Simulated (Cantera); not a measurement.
**AlF3 + HCl + N2 + O2 (halide evaporation, hydrolysis and transport)**

Feed: 1 mol AlF3, 1.9 mol HCl, 0.12 mol N2, a varied amount of O2, equilibrated at 1748 K and 10.0 Torr.

Equilibrium computed with Cantera from the NASA thermochemical tables; the gas is ideal and each condensed phase is pure. Candidate condensed phases: Al, AlCl3, AlF3, AlN, Al2O3, H2O, NH4Cl; 72 gas species. The numbers say what is thermodynamically allowed, not how fast it happens.

| n(O2) (mol) | x O2 | x HF | x AlF2O | x HCl | x Cl | x N2 | x Cl2 |
|---|---|---|---|---|---|---|---|
| 0.49 | 3.60e-5 | 0.249 | 0.248 | 0.231 | 0.225 | 0.0303 | 0.0112 |
| 0.85 | 0.0794 | 0.231 | 0.231 | 0.204 | 0.215 | 0.0275 | 0.0102 |
| 1.2 | 0.148 | 0.213 | 0.213 | 0.187 | 0.201 | 0.0254 | 0.00893 |
| 1.6 | 0.214 | 0.196 | 0.196 | 0.170 | 0.187 | 0.0233 | 0.00775 |
| 2 | 0.271 | 0.182 | 0.182 | 0.157 | 0.175 | 0.0215 | 0.00679 |
| 2.3 | 0.308 | 0.172 | 0.173 | 0.148 | 0.167 | 0.0204 | 0.00619 |
| 2.7 | 0.352 | 0.161 | 0.161 | 0.137 | 0.158 | 0.0190 | 0.00550 |
| 3.1 | 0.391 | 0.151 | 0.151 | 0.128 | 0.149 | 0.0178 | 0.00493 |
| 3.4 | 0.417 | 0.145 | 0.145 | 0.122 | 0.144 | 0.0170 | 0.00455 |
| 3.8 | 0.449 | 0.137 | 0.137 | 0.115 | 0.137 | 0.0161 | 0.00412 |
| 4.1 | 0.470 | 0.131 | 0.131 | 0.110 | 0.132 | 0.0154 | 0.00384 |
x: gas mole fraction; nothing condenses.

From 0.49 mol O2 to 4.1 mol O2 nothing is condensed. The main Al-bearing gas is AlF2O throughout.
